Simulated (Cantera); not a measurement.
Cantera run:

```python
import numpy as np
import cantera as ct

gas_names = """
    B BH BH2 BH3 BN BO BO2 B2 B2O B2O2 B2O3 B3O3H3 H HBO HBO2 HNO HNO2 HNO3 HO2 H2 H2O H2O2 H3B3O6 N NH
    NH2 NH3 NH2OH NO NO2 NO3 N2 N2H2 N2H4 N2O O OH O2 O3
""".split()
cond_names = """
    B(b) B(L) BN(s) B2O3(L) B3O3H3(cr) H2O(s) H2O(L)
""".split()


def load(file, names, dense=False):
    # The tables refer to 1 bar. Condensed volumes are neglected.
    table = {s.name: s for s in ct.Species.list_from_file(file)}
    out = []
    for n in names:
        d = dict(table[n].input_data)
        d["thermo"] = dict(d["thermo"], **{"reference-pressure": 1e5})
        if dense:
            d["equation-of-state"] = {"model": "constant-volume", "density": "1e6 g/cm^3"}
        out.append(ct.Species.from_dict(d))
    return out


gas = ct.Solution(thermo="ideal-gas", species=load("nasa_gas.yaml", gas_names))
cond = {s.name: ct.Solution(thermo="fixed-stoichiometry", species=[s], name=s.name)
        for s in load("nasa_condensed.yaml", cond_names, dense=True)}
atoms = {
    'B': {'B': 1},
    'N2': {'N': 2},
    'H2': {'H': 2},
    'O2': {'O': 2},
}
top_T = {'BN(s)': 3200}  # K; cautious upper limits of use, not melting points


def equilibrate(T, P, feed):
    n = {}
    for name, mol in feed.items():
        for a, k in atoms[name].items():
            n[a] = n.get(a, 0.0) + k * mol
    gas.TPX = T, P, n
    mass = sum(n.values()) * gas.mean_molecular_weight
    gas.equilibrate("TP")
    valid = [c for c in cond.values() if c.min_temp <= T <= top_T.get(c.name, c.max_temp)]
    mix = ct.Mixture([(gas, mass / gas.mean_molecular_weight)] + [(c, 0.0) for c in valid])
    mix.T, mix.P = T, P
    mix.equilibrate("TP", solver="vcs", rtol=1e-11, max_steps=5000)
    return mix


results = []
feed = {'B': 1, 'N2': 10, 'H2': 2.7, 'O2': 0.23}  # mol
T = 1175  # K
P = 170  # Pa
mix = equilibrate(T, P, feed)
results.append((T, P, feed, dict(zip(mix.species_names, mix.species_moles))))
x = sorted(zip(gas.X, gas.species_names), reverse=True)
print(f"T = {T:g} K  P = {P:g} Pa  gas = {mix.phase_moles(0):.4g} mol")
print("   x: " + "  ".join(f"{s} {v:.3e}" for v, s in x if v > 1e-06))
print("   condensed (mol): " + ("  ".join(f"{mix.phase(i).name} {mix.phase_moles(i):.4g}"
      for i in range(1, mix.n_phases) if mix.phase_moles(i) > 1e-12) or "none"))
```

Result:

```
T = 1175 K  P = 170 Pa  gas = 12.35 mol
   x: N2 7.813e-01  H2 2.182e-01  H2O 2.163e-04  HBO2 2.061e-04  HBO 8.571e-06  B2O3 2.346e-06  H 1.389e-06
   condensed (mol): BN(s) 0.6959  B2O3(L) 0.1507
```

Equilibrium computed with Cantera from the NASA thermochemical tables; the gas is ideal and each condensed phase is pure. N2 is the only nitrogen source here; it is nearly inert below about 1500 K, so the nitride shown seldom forms there in practice. Mutual solubility and eutectic melting of coexisting phases are not modelled.
